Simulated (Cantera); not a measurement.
Source: NASA polynomial tables (part measured, part estimated), evaluated in Cantera. Values are per mole of reaction as written; species without (g) are pure solids or liquids, kept so even where they would boil at 1 bar.

2 SiH₃Cl(g) → SiH₂Cl₂(g) + Si + 4 H(g), with ΔH° = 835.3 kJ and ΔS° = 263.3 J/K at 300 K.

Task: How far is the shortcut ΔG° ≈ ΔH°(300 K) − T·ΔS°(300 K) from the full temperature-dependent value at 723, 923, 1123, 1323, 1523, 1723, 1923, 2123, 2323, 2523, 2723 K?

Result: 
```
T (K)  shortcut (kJ)  full (kJ)  difference (kJ)  difference in log10 K  condensed phases
-----  -------------  ---------  ---------------  ---------------------  ----------------
723            644.9      633.3             11.6                  -0.84             Si(s)
923            592.3      571.0             21.3                  -1.21             Si(s)
1123           539.6      507.3             32.3                  -1.50             Si(s)
1323           487.0      442.9             44.1                  -1.74             Si(s)
1523           434.3      377.9             56.4                  -1.94             Si(s)
1723           381.7      311.4             70.2                  -2.13             Si(l)
1923           329.0      239.7             89.3                  -2.42             Si(l)
2123           276.3      167.8            108.5                  -2.67             Si(l)
2323           223.7       95.7            127.9                  -2.88             Si(l)
2523           171.0       23.5            147.5                  -3.05             Si(l)
2723           118.4      -48.8            167.2                  -3.21             Si(l)
```
The shortcut ignores heat capacities and the phase changes listed.
